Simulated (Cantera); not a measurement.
Cantera with NASA thermochemical tables; ideal gases at 1 bar, condensed phases pure. Values are per mole of reaction as written; species without (g) are pure solids or liquids, kept so even where they would boil at 1 bar.

Cl(g) + FeCl₂ → FeCl₃(g)

```
T (K)    ΔH° (kJ)   ΔS° (J/K)    ΔG° (kJ)     log10 K
-----  ----------  ----------  ----------  ----------
573         -38.8        46.5       -65.4        5.96
623         -40.0        44.5       -67.7        5.67
673    (withheld)  (withheld)  (withheld)  (withheld)
723         -42.5        40.8       -71.9        5.20
773         -43.7        39.1       -73.9        5.00
823    (withheld)  (withheld)  (withheld)  (withheld)
873         -46.3        35.9       -77.7        4.65
```

Problem. Fill in the missing entries.

Solution. 
- 673, ΔH° (kJ): -41.2
- 673, ΔS° (J/K): 42.6
- 673, ΔG° (kJ): -69.9
- 673, log10 K: 5.42
- 823, ΔH° (kJ): -45.0
- 823, ΔS° (J/K): 37.5
- 823, ΔG° (kJ): -75.8
- 823, log10 K: 4.81
